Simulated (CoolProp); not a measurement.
Ethylbenzene at several states: density (kg/m³) from the reference equation and from simpler models built on Tc = 617.1 K, pc = 3622 kPa, ω = 0.304; each cubic takes its own stable root.

The numbers come from the reference Helmholtz-energy equation of state, Zhou 2012 in CoolProp.

```tsv
T (K)	p (kPa)	phase	reference	van der Waals	Redlich-Kwong	Soave-Redlich-Kwong
575.3	59.6	gas	1.333	1.331	1.332	1.332
237.7	87.4	liquid	915.1	520.9	776.5	788.3
613.4	31.3	gas	0.6536	0.6533	0.6535	0.6535
214.6	156	liquid	935.5	529.8	789.8	799.1
```
